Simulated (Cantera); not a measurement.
Input: 1 mol HMDSO, 1.4 mol N₂O, 5.5 mol N₂, 0.14 mol CO₂, equilibrated at 83000 Pa.

Cantera equilibrium calculation (NASA polynomials, part measured and part estimated; ideal gas, pure solids and liquids). Candidate condensed phases: C, C₆H₆, C₇H₈, C₈H₁₈, H₂O, Si, SiC, SiO₂, Si₂N₂O, Si₃N₄; 151 gas species. The feed counts by its element totals alone. Mutual solubility and eutectic melting of coexisting phases are not modelled. The tables hold silica as quartz up to 1696 K and as liquid above; real silica turns to tridymite and cristobalite and melts near 1996 K. Kinetics and transport are ignored.

### Question
Which condensed phases are stable at each of these points (T (K)): 948, 998, 1048, 1098, 1148, 1198, 1248, 1298, 1348, 1398, 1448, 1498, 1548?

### Answer
```tsv
T (K)	condensed phases	Si condensed (%)
948	C(graphite) + SiO₂(β-quartz) + Si₂N₂O(s)	100.0
998	C(graphite) + SiO₂(β-quartz) + Si₂N₂O(s)	100.0
1048	C(graphite) + SiO₂(β-quartz) + Si₂N₂O(s)	100.0
1098	C(graphite) + SiO₂(β-quartz) + Si₂N₂O(s)	100.0
1148	C(graphite) + SiO₂(β-quartz) + Si₂N₂O(s)	100.0
1198	C(graphite) + SiO₂(β-quartz) + Si₂N₂O(s)	100.0
1248	C(graphite) + SiO₂(β-quartz) + Si₂N₂O(s)	100.0
1298	C(graphite) + SiO₂(β-quartz) + Si₂N₂O(s)	100.0
1348	C(graphite) + SiO₂(β-quartz) + Si₂N₂O(s)	100.0
1398	C(graphite) + Si₂N₂O(s)	100.0
1448	C(graphite) + Si₂N₂O(s)	100.0
1498	C(graphite) + Si₂N₂O(s)	100.0
1548	C(graphite) + Si₂N₂O(s)	100.0
```

From 948 K to 1348 K the condensed part is C(graphite) + SiO₂(β-quartz) + Si₂N₂O(s). From 1398 K to 1548 K the condensed part is C(graphite) + Si₂N₂O(s).
